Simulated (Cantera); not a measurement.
## Adiabatic ignition

An adiabatic, constant-volume homogeneous reactor starts with 3.99 % C2H4, 16.6 % O2, 62.6 % N2, 16.8 % H2O, at 1248 K and 340000 Pa.

Cantera simulation using GRI-Mech 3.0 (53 species, 325 reactions); the numbers are that mechanism's predictions, not measurements. GRI-Mech 3.0 was tuned for natural gas; its chemistry of ethylene as a main component is partial and can be far from experiment.

```json
[
 {"t (s)": "6.00e-6", "T (K)": "1248", "P (bar)": "3.40", "x C2H4": "0.0399", "x O2": "0.166", "x H2O": "0.168", "x N2O": "<1e-12", "x CH2O": "6.19e-10", "x CH2": "<1e-12", "x H": "9.37e-11"},
 {"t (s)": "1.35e-5", "T (K)": "1248", "P (bar)": "3.40", "x C2H4": "0.0399", "x O2": "0.166", "x H2O": "0.168", "x N2O": "<1e-12", "x CH2O": "1.99e-9", "x CH2": "<1e-12", "x H": "1.34e-10"},
 {"t (s)": "3.03e-5", "T (K)": "1248", "P (bar)": "3.40", "x C2H4": "0.0399", "x O2": "0.166", "x H2O": "0.168", "x N2O": "<1e-12", "x CH2O": "7.03e-9", "x CH2": "<1e-12", "x H": "2.49e-10"},
 {"t (s)": "6.80e-5", "T (K)": "1248", "P (bar)": "3.40", "x C2H4": "0.0399", "x O2": "0.166", "x H2O": "0.168", "x N2O": "<1e-12", "x CH2O": "3.66e-8", "x CH2": "<1e-12", "x H": "8.29e-10"},
 {"t (s)": "0.000153", "T (K)": "1248", "P (bar)": "3.40", "x C2H4": "0.0399", "x O2": "0.166", "x H2O": "0.168", "x N2O": "4.01e-12", "x CH2O": "5.91e-7", "x CH2": "<1e-12", "x H": "1.18e-8"},
 {"t (s)": "0.000343", "T (K)": "2640", "P (bar)": "7.28", "x C2H4": "<1e-12", "x O2": "0.0481", "x H2O": "0.232", "x N2O": "1.43e-6", "x CH2O": "1.16e-10", "x CH2": "<1e-12", "x H": "0.00113"},
 {"t (s)": "0.000771", "T (K)": "2636", "P (bar)": "7.27", "x C2H4": "<1e-12", "x O2": "0.0468", "x H2O": "0.232", "x N2O": "1.42e-6", "x CH2O": "1.14e-10", "x CH2": "<1e-12", "x H": "0.00111"},
 {"t (s)": "0.00173", "T (K)": "2629", "P (bar)": "7.25", "x C2H4": "<1e-12", "x O2": "0.0449", "x H2O": "0.233", "x N2O": "1.44e-6", "x CH2O": "1.12e-10", "x CH2": "<1e-12", "x H": "0.00107"},
 {"t (s)": "0.00389", "T (K)": "2623", "P (bar)": "7.23", "x C2H4": "<1e-12", "x O2": "0.0434", "x H2O": "0.233", "x N2O": "1.48e-6", "x CH2O": "1.10e-10", "x CH2": "<1e-12", "x H": "0.00105"},
 {"t (s)": "0.00874", "T (K)": "2622", "P (bar)": "7.23", "x C2H4": "<1e-12", "x O2": "0.0430", "x H2O": "0.233", "x N2O": "1.49e-6", "x CH2O": "1.10e-10", "x CH2": "<1e-12", "x H": "0.00104"},
 {"t (s)": "0.0196", "T (K)": "2622", "P (bar)": "7.23", "x C2H4": "<1e-12", "x O2": "0.0430", "x H2O": "0.233", "x N2O": "1.49e-6", "x CH2O": "1.10e-10", "x CH2": "<1e-12", "x H": "0.00104"},
 {"t (s)": "0.0441", "T (K)": "2622", "P (bar)": "7.23", "x C2H4": "<1e-12", "x O2": "0.0430", "x H2O": "0.233", "x N2O": "1.49e-6", "x CH2O": "1.10e-10", "x CH2": "<1e-12", "x H": "0.00104"},
 {"t (s)": "0.0991", "T (K)": "2622", "P (bar)": "7.23", "x C2H4": "<1e-12", "x O2": "0.0430", "x H2O": "0.233", "x N2O": "1.49e-6", "x CH2O": "1.10e-10", "x CH2": "<1e-12", "x H": "0.00104"},
 {"t (s)": "0.223", "T (K)": "2622", "P (bar)": "7.23", "x C2H4": "<1e-12", "x O2": "0.0430", "x H2O": "0.233", "x N2O": "1.49e-6", "x CH2O": "1.10e-10", "x CH2": "<1e-12", "x H": "0.00104"},
 {"t (s)": "0.500", "T (K)": "2622", "P (bar)": "7.23", "x C2H4": "<1e-12", "x O2": "0.0430", "x H2O": "0.233", "x N2O": "1.49e-6", "x CH2O": "1.10e-10", "x CH2": "<1e-12", "x H": "0.00104"}
]
```
x: mole fraction; the columns are a selection and need not sum to one.

```yaml
time_of_steepest_temperature_rise: 0.258 ms
temperature at 0.500 s: 2622 K
equilibrium_temperature: 2622 K
x(C2H4) at 0.500 s: <1e-12 (gas-phase equilibrium <1e-12)
x(O2) at 0.500 s: 0.0430 (gas-phase equilibrium 0.0430)
x(H2O) at 0.500 s: 0.233 (gas-phase equilibrium 0.233)
```
